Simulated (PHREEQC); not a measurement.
Consider water at 25 °C with 0.18 mol NH4Cl and 0.0014 mol NaOH per kg of water. Closed to the air; pH follows from the charge balance.

Computed with PHREEQC (ion-association model, phreeqc.dat).

```yaml
pH: 7.32
ionic_strength: 0.180 mol/kgw
activity_of_water: 0.994
specific_conductance: 21500 µS/cm
density: 1.000 g/cm³
total_alkalinity: 1.40 meq/kg
```

```json
[
 {"species": "Cl-", "molality": "0.180", "activity": "0.130", "log γ": "-0.141"},
 {"species": "NH4+", "molality": "0.179", "activity": "0.123", "log γ": "-0.160"},
 {"species": "NH3", "molality": "0.00140", "activity": "0.00146", "log γ": "0.018"},
 {"species": "Na+", "molality": "0.00140", "activity": "0.00105", "log γ": "-0.123"},
 {"species": "OH-", "molality": "2.92e-7", "activity": "2.09e-7", "log γ": "-0.145"},
 {"species": "H+", "molality": "6.01e-8", "activity": "4.82e-8", "log γ": "-0.096"}
]
```

No solid was allowed to form. Complexes and solids missing from the database can't appear.
